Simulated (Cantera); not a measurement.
What does this Cantera script print?

```python
import numpy as np
import cantera as ct

gas = ct.Solution("gri30.yaml")
gas.TPX = 500, 1100000, {'CH4': 1, 'CO': 0.48, 'O2': 2.04, 'N2': 7.66, 'CO2': 2.9}
inlet = ct.Reservoir(gas, clone=True)
gas.equilibrate("HP")  # start burning
reactor = ct.IdealGasConstPressureReactor(gas, energy="on", clone=False)
exhaust = ct.Reservoir(gas, clone=True)
tau = [0.04, 0.021, 0.011, 0.006, 0.0032, 0.0017, 0.00092, 0.00049, 0.00026, 0.00014, 7.4e-05, 3.9e-05, 2.1e-05][0]
for a, b in ((inlet, reactor), (reactor, exhaust)):
    ct.MassFlowController(a, b, mdot=lambda t: reactor.mass / tau)
net = ct.ReactorNet([reactor])
show = ['CH4', 'CO', 'O2', 'NO2', 'H', 'C2H4']

rows = []
print(f"{'tau/s':>10s}{'T/K':>9s}" + "".join(f"{s:>11s}" for s in show))
for tau in [0.04, 0.021, 0.011, 0.006, 0.0032, 0.0017, 0.00092, 0.00049, 0.00026, 0.00014, 7.4e-05, 3.9e-05, 2.1e-05]:
    net.initial_time = 0.0
    net.advance(30 * tau)
    before = gas.X
    net.advance(40 * tau)
    drift = np.max(np.abs(gas.X - before) / (gas.X + 1e-9))
    rows.append([gas.T, *gas[show].X, drift])
    print(f"{tau:10.3e}{gas.T:9.1f}" + "".join(f"{x:11.3e}" for x in gas[show].X))
```

Output:

```
     tau/s      T/K        CH4         CO         O2        NO2          H       C2H4
 4.000e-02   1923.2  1.968e-05  2.643e-02  4.428e-04  8.766e-09  7.551e-05  2.068e-08
 2.100e-02   1919.7  2.683e-05  2.684e-02  6.760e-04  1.230e-08  9.587e-05  3.904e-08
 1.100e-02   1914.7  3.782e-05  2.744e-02  1.028e-03  1.672e-08  1.211e-04  7.526e-08
 6.000e-03   1908.1  5.393e-05  2.825e-02  1.512e-03  2.149e-08  1.498e-04  1.430e-07
 3.200e-03   1898.3  8.101e-05  2.944e-02  2.242e-03  2.665e-08  1.850e-04  2.898e-07
 1.700e-03   1884.4  1.285e-04  3.116e-02  3.324e-03  3.127e-08  2.251e-04  6.322e-07
 9.200e-04   1864.5  2.181e-04  3.361e-02  4.938e-03  3.389e-08  2.623e-04  1.543e-06
 4.900e-04    500.0  7.102e-02  3.409e-02  1.449e-01 -5.617e-20  7.236e-24 -7.311e-18
 2.600e-04    500.0  7.102e-02  3.409e-02  1.449e-01 -1.075e-22  6.991e-24 -1.399e-20
 1.400e-04    500.0  7.102e-02  3.409e-02  1.449e-01 -6.790e-24  6.588e-24 -8.838e-22
 7.400e-05    500.0  7.102e-02  3.409e-02  1.449e-01 -4.289e-25  5.927e-24 -5.583e-23
 3.900e-05    500.0  7.102e-02  3.409e-02  1.449e-01 -2.709e-26  4.977e-24 -3.526e-24
 2.100e-05    500.0  7.102e-02  3.409e-02  1.449e-01 -1.711e-27  3.852e-24 -2.227e-25
```

Computed with Cantera and GRI-Mech 3.0 (53 species, 325 reactions).
